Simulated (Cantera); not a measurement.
A freely propagating, adiabatic, planar premixed flame of H₂ : O₂ : N₂ : H₂O = 1 : 0.417 : 1.57 : 0.53 (molar parts), equivalence ratio 1.2, unburnt at 525 K and 4.00 bar; mixture-averaged transport, grid criteria slope 0.08 and curve 0.16, no radiation.

Detailed kinetics in Cantera: the H2/O2 subset of GRI-Mech 3.0, which has no nitrogen chemistry. The hydrogen kinetics of GRI-Mech 3.0 are dated; newer H2 mechanisms differ, most at raised pressure. Burning velocities carry a grid error of a few per cent, more on coarse grids.

### Question
How do the results move with these cheaper or finer settings: unity-Lewis-number transport; multicomponent transport; multicomponent+Soret transport; grid criteria slope 0.5, curve 1; grid criteria slope 0.25, curve 0.5; grid criteria slope 0.03, curve 0.06?

### Answer
```tsv
setting	laminar burning velocity	thermal thickness	peak x(HO₂)	peak x(OH)	grid points
as above	368 cm/s	0.0699 mm	0.00114	0.00983	110
unity-Lewis-number transport	285 cm/s	0.0662 mm	0.000745	0.0101	105
multicomponent transport	369 cm/s	0.0699 mm	0.00113	0.00982	110
multicomponent+Soret transport	342 cm/s	0.0699 mm	0.00112	0.00989	110
grid criteria slope 0.5, curve 1	394 cm/s	0.0846 mm	0.00106	0.00965	42
grid criteria slope 0.25, curve 0.5	379 cm/s	0.0762 mm	0.00110	0.0101	52
grid criteria slope 0.03, curve 0.06	367 cm/s	0.0679 mm	0.00115	0.00967	250
```
Unity Lewis numbers drop preferential diffusion, which matters most where H2 and H carry the flame; Soret adds thermal diffusion.
